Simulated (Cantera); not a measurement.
## Thermodynamics of metals in furnace atmospheres, feed Pb + CO2 + CO

Charge: 1 mol Pb, a varied amount of CO2, 41 mol CO, held at 998.15 K and 0.0100 bar.

Equilibrium computed with Cantera from the NASA thermochemical tables; the gas is ideal and each condensed phase is pure. Candidate condensed phases: C, Pb, PbO, PbO2, Pb3O4; 15 gas species. Rates play no part.

From 0.14 mol CO2 to 0.21 mol CO2 the condensed part is C(graphite) + Pb(l). From 0.25 mol CO2 to 0.8 mol CO2 the condensed part is Pb(l). The main Pb-bearing gas is Pb throughout.

```
n(CO2) (mol)   x CO    x CO2     x Pb    x Pb2  n C(graphite)  n Pb(l)
------------  -----  -------  -------  -------  -------------  -------
0.14          0.993  0.00581  0.00155  4.76e-9         0.0987    0.936
0.16          0.993  0.00581  0.00155  4.76e-9         0.0789    0.936
0.18          0.993  0.00581  0.00155  4.76e-9         0.0591    0.936
0.21          0.993  0.00581  0.00155  4.76e-9         0.0295    0.936
0.25          0.992  0.00605  0.00155  4.76e-9              0    0.936
0.29          0.991  0.00701  0.00155  4.76e-9              0    0.936
0.33          0.990  0.00797  0.00155  4.76e-9              0    0.936
0.38          0.989  0.00917  0.00155  4.76e-9              0    0.936
0.44          0.988   0.0106  0.00155  4.76e-9              0    0.935
0.51          0.986   0.0123  0.00155  4.76e-9              0    0.935
0.6           0.984   0.0144  0.00155  4.76e-9              0    0.935
0.69          0.982   0.0165  0.00155  4.76e-9              0    0.935
0.8           0.979   0.0191  0.00155  4.76e-9              0    0.935
```
x: gas mole fraction; n: condensed amount in mol.
